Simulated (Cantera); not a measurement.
Cantera run:

```python
import numpy as np
import cantera as ct

gas_names = """
    Li NO F NF3
""".split()
cond_names = """
    Li2O(s) Li2O(L)
""".split()


def load(file, names, dense=False):
    # The tables refer to 1 bar. Condensed volumes are neglected.
    table = {s.name: s for s in ct.Species.list_from_file(file)}
    out = []
    for n in names:
        d = dict(table[n].input_data)
        d["thermo"] = dict(d["thermo"], **{"reference-pressure": 1e5})
        if dense:
            d["equation-of-state"] = {"model": "constant-volume", "density": "1e6 g/cm^3"}
        out.append(ct.Species.from_dict(d))
    return out


species = {s.name: s for s in load("nasa_gas.yaml", gas_names) + load("nasa_condensed.yaml", cond_names)}
# Each term lists the table entries of one substance; the one whose range holds T is used.
reactions = {
    '2 Li(g) + NO(g) + 3 F(g) = NF3(g) + Li2O':
        [(-2, ['Li']), (-1, ['NO']), (-3, ['F']), (1, ['NF3']), (1, ['Li2O(s)', 'Li2O(L)'])],
}


def pick(names, T):
    return next(species[n] for n in names if species[n].thermo.min_temp <= T <= species[n].thermo.max_temp)


results = []
for label, terms in reactions.items():
    print(label)
    print("     T/K   dH/kJ  dS/(J/K)   dG/kJ   log10 K")
    for T in [673, 773, 873, 973, 1073, 1173, 1273, 1373, 1473]:
        used = [(nu, pick(names, T)) for nu, names in terms]
        dH = sum(nu * s.thermo.h(T) for nu, s in used) / 1e6
        dS = sum(nu * s.thermo.s(T) for nu, s in used) / 1e3
        dG = dH - T * dS / 1e3
        logK = -dG * 1e6 / (ct.gas_constant * T * np.log(10))
        results.append((label, T, dH, dS, dG, logK, [s.name for _, s in used]))
        print(f"{T:8g} {dH:8.1f} {dS:8.1f} {dG:8.1f} {logK:8.2f}")
```

Result:

```
2 Li(g) + NO(g) + 3 F(g) = NF3(g) + Li2O
     T/K   dH/kJ  dS/(J/K)   dG/kJ   log10 K
     673  -1380.1   -672.0   -927.9    72.02
     773  -1378.6   -669.8   -860.8    58.17
     873  -1376.6   -667.4   -793.9    47.50
     973  -1374.2   -664.8   -727.3    39.04
    1073  -1371.1   -662.2   -660.6    32.16
    1173  -1367.9   -659.4   -594.5    26.47
    1273  -1364.5   -656.6   -528.7    21.69
    1373  -1360.9   -653.8   -463.2    17.62
    1473  -1357.0   -651.1   -397.9    14.11
```

Source: NASA polynomial tables (part measured, part estimated), evaluated in Cantera. Condensed species are held in their standard states even where they would react or evaporate.
